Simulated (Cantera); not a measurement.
Feed: 1 mol Fe2O3, 0.94 mol Cl2, at 1548 K and 0.160 bar.

Equilibrium computed with Cantera from the NASA thermochemical tables; the gas is ideal and each condensed phase is pure. Candidate condensed phases: Fe, FeCl2, FeCl3, FeO, Fe2O3, Fe3O4; 13 gas species. Kinetics and transport are ignored.

Base state: FeCl2 0.379, O2 0.369, FeCl3 0.112, Cl2 0.0824, Cl 0.0573, Fe2Cl4 0.000640, ClO 0.000323, Fe2Cl6 1.41e-5 (mole fractions); condensed: Fe2O3(s).

**Question.** What changes in the equilibrium state with this change: pressure from 0.160 bar to 1.00 bar?

**Answer.** 
| species | before | after |
|---|---|---|
| O2 | 0.369 | 0.340 |
| FeCl3 | 0.112 | 0.233 |
| FeCl2 | 0.379 | 0.217 |
| Cl2 | 0.0824 | 0.175 |
| Cl | 0.0573 | 0.0334 |
| Fe2Cl6 | 1.41e-5 | 0.000384 |
| O | 1.16e-5 | 4.45e-6 |
| Fe2Cl4 | 0.000640 | 0.00131 |
| Fe2O3(s), mol | 0.649 | 0.721 |

**Question.** What changes in the equilibrium state with this change: pressure from 0.160 bar to 0.100 bar?

**Answer.** 
```csv
species,before,after
FeCl2,0.379,0.413
O2,0.369,0.374
FeCl3,0.112,0.0847
Cl2,0.0824,0.0638
Cl,0.0573,0.0638
Fe2Cl6,1.41e-5,5.08e-6
Fe2Cl4,0.000640,0.000476
"Fe2O3(s), mol",0.649,0.632
```
